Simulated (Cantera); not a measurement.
Mixture: 37.3 % H2, 12.4 % O2, 46.6 % N2, 3.69 % H2O, at 5.80 bar, adiabatic and at constant pressure. Ignition delay is the time to a rise of 400 K.

Detailed kinetics in Cantera: GRI-Mech 3.0 (53 species, 325 reactions). The hydrogen kinetics of GRI-Mech 3.0 are dated; newer H2 mechanisms differ, most at raised pressure.

Question: Predict: delay at 1223 K; delay at 1298 K; delay at 1373 K; delay at 1448 K; delay at 1523 K; delay at 1598 K; apparent activation energy between 1448 and 1598 K.

Answer: 
* **delay at 1223 K**: 23.0 µs
* **delay at 1298 K**: 7.98 µs
* **delay at 1373 K**: 4.72 µs
* **delay at 1448 K**: 3.28 µs
* **delay at 1523 K**: 2.48 µs
* **delay at 1598 K**: 1.98 µs
* **apparent activation energy between 1448 and 1598 K**: 65 kJ/mol
